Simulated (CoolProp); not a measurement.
Aqueous potassium acetate as a coolant, at 3 °C, 1 atm.

The numbers come from the Melinder's fits for secondary coolants in CoolProp.

```
mass %  freezing point (°C)  density (kg/m³)  conductivity (W/(m K))  cp (kJ/(kg K))  Prandtl number
------  -------------------  ---------------  ----------------------  --------------  --------------
5.7                    -2.3             1034                   0.552           3.962            13.3
8.9                    -4.0             1050                   0.542           3.843            14.1
12.1                   -5.7             1065                   0.532           3.734            15.1
15.3                   -7.7             1082                   0.522           3.631            16.3
18.4                   -9.9             1098                   0.512           3.535            17.6
21.6                  -12.6             1116                   0.503           3.440            19.2
24.8                  -16.0             1134                   0.493           3.346            21.0
27.9                  -20.0             1152                   0.484           3.256            23.3
31.1                  -24.9             1171                   0.475           3.164            26.1
34.3                  -30.6             1190                   0.467           3.073            29.6
37.5                  -36.9             1208                   0.458           2.983            33.8
40.6                  -43.4             1227                   0.450           2.900            38.8
```
